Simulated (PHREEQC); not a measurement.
Make-up at 25 °C: 2.3 mol Na2CO3, 1.4 mol KCl and 1.9 mol KBr per kg of water. Closed to the air; pH follows from the charge balance.

Model: Pitzer model, pitzer.dat, run in PHREEQC.

```yaml
pH: 12.06
ionic_strength: 10.2 mol/kgw
activity_of_water: 0.760
density: 1.346 g/cm³
osmotic_coefficient: 1.129
total_alkalinity: 4600 meq/kg
```

```json
[
 {"species": "Na+", "molality": "4.60", "activity": "3.57", "log γ": "-0.110"},
 {"species": "K+", "molality": "3.30", "activity": "2.75", "log γ": "-0.079"},
 {"species": "CO3-2", "molality": "2.29", "activity": "0.0879", "log γ": "-1.416"},
 {"species": "Br-", "molality": "1.90", "activity": "1.66", "log γ": "-0.058"},
 {"species": "Cl-", "molality": "1.40", "activity": "1.02", "log γ": "-0.138"},
 {"species": "OH-", "molality": "0.00817", "activity": "0.00884", "log γ": "0.034"},
 {"species": "HCO3-", "molality": "0.00817", "activity": "0.00167", "log γ": "-0.690"},
 {"species": "CO2", "molality": "1.39e-9", "activity": "4.19e-9", "log γ": "0.480"}
]
```

This is a speciation only: nothing precipitates in the calculation. Complexes and solids missing from the database can't appear. In brines, pH and single-ion activities rest on the MacInnes convention.
